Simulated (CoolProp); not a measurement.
R114 at 293.15 K and 0.101 MPa is compressed adiabatically to 0.547 MPa with isentropic efficiency 0.8. Each further row changes one setting.

Computed with CoolProp (reference Helmholtz-energy equation of state, Platzer 1990). This equation is an older, rougher fit.

```tsv
case	work (kJ/kg)	final temperature (K)	final density (kg/m³)
as stated	29.9	342.1	37.4
efficiency 1	23.9	334.5	38.7
efficiency 0.65	36.7	350.8	36.0
```
